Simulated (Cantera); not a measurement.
Sublimation and decomposition of ceramics: Si3N4 + N2

Charge: 1 mol Si3N4, 0.42 mol N2, equilibrated at 0.0100 bar.

Equilibrium computed with Cantera from the NASA thermochemical tables; the gas is ideal and each condensed phase is pure. Candidate condensed phases: Si, Si3N4; 7 gas species. The tables' values for SiN are old estimates; treat these amounts as uncertain. Rates play no part.

| T (°C) | x N2 | x Si | x Si2 | x SiN | x Si2N | x Si3 | x N | n Si(l) |
|---|---|---|---|---|---|---|---|---|
| 1900 | 0.970 | 0.0283 | 0.000429 | 0.000496 | 0.000560 | 8.49e-5 | 8.86e-8 | 2.92 |
| 1950 | 0.952 | 0.0460 | 0.000770 | 0.000724 | 0.000785 | 0.000149 | 1.60e-7 | 2.87 |
| 2000 | 0.923 | 0.0731 | 0.00134 | 0.00103 | 0.00108 | 0.000254 | 2.78e-7 | 2.79 |
| 2050 | 0.880 | 0.114 | 0.00229 | 0.00144 | 0.00144 | 0.000425 | 4.70e-7 | 2.66 |
| 2100 | 0.817 | 0.174 | 0.00381 | 0.00194 | 0.00188 | 0.000693 | 7.66e-7 | 2.44 |
| 2150 | 0.726 | 0.262 | 0.00622 | 0.00253 | 0.00237 | 0.00111 | 1.19e-6 | 2.05 |
| 2200 | 0.595 | 0.387 | 0.00992 | 0.00313 | 0.00283 | 0.00173 | 1.75e-6 | 1.30 |
| 2250 | 0.454 | 0.524 | 0.0135 | 0.00344 | 0.00279 | 0.00215 | 2.43e-6 | 0 |
| 2300 | 0.452 | 0.532 | 0.0104 | 0.00323 | 0.00180 | 0.00115 | 3.79e-6 | 0 |
| 2350 | 0.450 | 0.537 | 0.00802 | 0.00304 | 0.00117 | 0.000624 | 5.81e-6 | 0 |
x: gas mole fraction; n: condensed amount in mol.

From 1900 °C to 2200 °C the condensed part is Si(l). From 2250 °C to 2350 °C nothing is condensed. The main Si-bearing gas is Si throughout.
